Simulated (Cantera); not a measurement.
Input: 1 mol C3H6, 0.012 mol O2, 0.5 mol N2, held at 1800 K and 0.000540 bar.

Equilibrium computed with Cantera from the NASA thermochemical tables; the gas is ideal and each condensed phase is pure. Candidate condensed phases: C, C6H6, C7H8, C8H18, H2O; 136 gas species. Equilibrium is a limit: real reactors are often held back by kinetics, nucleation or transport.

Base state: H2 0.837, N2 0.140, H 0.0141, CO 0.00676, HCN 0.00210, C2H2 (acetylene) 0.000147, HNC 7.97e-5 (mole fractions); condensed: C(graphite).

What changes in the equilibrium state with this change: temperature from 1800 K to 2550 K?


```json
[
 {"species": "H", "before": "0.0141", "after": "0.651"},
 {"species": "H2", "before": "0.837", "after": "0.235"},
 {"species": "N2", "before": "0.140", "after": "0.0877"},
 {"species": "HCN", "before": "0.00210", "after": "0.0115"},
 {"species": "C3", "before": "<1e-9", "after": "0.00197"},
 {"species": "C", "before": "<1e-9", "after": "0.000605"},
 {"species": "C2", "before": "<1e-9", "after": "0.000183"},
 {"species": "C2H", "before": "2.17e-8", "after": "0.000690"},
 {"species": "C(graphite), mol", "before": "2.97", "after": "2.82"}
]
```
